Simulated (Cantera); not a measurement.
Source: NASA polynomial tables (part measured, part estimated), evaluated in Cantera. Values are per mole of reaction as written; species without (g) are pure solids or liquids, kept so even where they would boil at 1 bar.

Task: Between 300 and 2248 K, where is each reaction favourable under standard conditions?
- 4 VO2(g) + NO2(g) ⇌ N(g) + 2 V2O5
- 2 V2O5 ⇌ 4 VO2(g) + O2(g)

Result: 
- 4 VO2(g) + NO2(g) ⇌ N(g) + 2 V2O5: ΔG° is -1466 kJ at 300 K and -182 kJ at 2248 K; it stays negative (K > 1). ΔH° is -1385 kJ and ΔS° -535 J/K at 2248 K.
- 2 V2O5 ⇌ 4 VO2(g) + O2(g): ΔG° is 1869 kJ at 300 K and 338 kJ at 2248 K; it stays positive (K < 1). ΔH° is 1829 kJ and ΔS° 663 J/K at 2248 K.
